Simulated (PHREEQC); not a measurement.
1 kg of water holding 13 mmol/kgw NaCl meets 20 L of dry gas (CO2 0.45, CH4 0.22, H2S 0.33 by moles) at fixed total pressure, at 25 °C; fugacities by Peng-Robinson. The gases take part in no redox reaction, some water evaporates into the gas, and hydrates or a liquid gas phase aren't modelled. No solid was allowed to form.

Model: ion-association model, phreeqc.dat, run in PHREEQC.

| P (atm) | dissolved CO2 (all carbonate carbon) (mol/kgw) | φ of CO2 | p of CO2 (atm) | dissolved CH4 (mol/kgw) | φ of CH4 | p of CH4 (atm) | dissolved H2S (mol/kgw) | pH |
|---|---|---|---|---|---|---|---|---|
| 1 | 0.0150 | 0.994 | 0.441 | 0.000352 | 0.998 | 0.224 | 0.0268 | 4.00 |
| 2 | 0.0301 | 0.989 | 0.896 | 0.000713 | 0.997 | 0.455 | 0.0539 | ? |
| 3 | 0.0451 | 0.983 | 1.35 | 0.00107 | 0.995 | 0.687 | 0.0805 | ? |
| 5 | 0.0745 | 0.972 | 2.26 | 0.00178 | 0.992 | 1.15 | 0.132 | ? |
| 7.5 | 0.110 | 0.959 | 3.39 | 0.00265 | 0.988 | 1.72 | 0.195 | ? |
| 10 | 0.144 | 0.945 | 4.53 | 0.00351 | 0.984 | 2.29 | 0.254 | 3.51 |
| 15 | 0.209 | 0.919 | 6.79 | 0.00518 | 0.976 | 3.43 | 0.365 | 3.43 |

Q: Some entries are withheld; supply them.

A: 
- 2, pH: 3.85
- 3, pH: 3.76
- 5, pH: 3.65
- 7.5, pH: 3.57

Species that the database lacks are ignored.
